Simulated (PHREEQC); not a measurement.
Make-up at 25 °C: 0.23 mol HF and 3.3e-05 mol NaF per kg of water. Closed to the air; pH follows from the charge balance.

Equilibrium calculation in PHREEQC: ion-association model, wateq4f.dat.

Each row changes one thing in this solution. No solid was allowed to form.

| case | pH | ionic strength (mol/kgw) | HF (mol/kgw) | F- (mol/kgw) | NaF (mol/kgw) |
|---|---|---|---|---|---|
| as made | 1.94 | 0.0126 | 0.128 | 0.00844 | 1.27e-7 |
| diluted 2-fold with water | 2.09 | 0.00882 | 0.0749 | 0.00685 | 5.32e-8 |
| HF left out | 7.01 | 3.31e-5 | 4.80e-9 | 3.30e-5 | 6.18e-10 |
| temperature from 25 to 85 °C | 2.06 | 0.00957 | 0.197 | 0.00522 | 7.83e-8 |
| NaF from 3.3e-05 to 6.6e-05 mol/kgw | 1.94 | 0.0126 | 0.128 | 0.00846 | 2.53e-7 |
| temperature from 25 to 15 °C | 1.94 | 0.0126 | 0.115 | 0.00901 | 1.35e-7 |
| HF replaced by AgF at the same molality | 7.68 | 0.189 | 4.02e-6 | 0.189 | 1.73e-6 |
| temperature from 25 to 65 °C | 2.00 | 0.0111 | 0.178 | 0.00621 | 9.28e-8 |

Some of these states are supersaturated (in Ag2O, for instance). Away from 25 °C the constants follow the database's enthalpies or fits; those with neither stay at their 25 °C values.
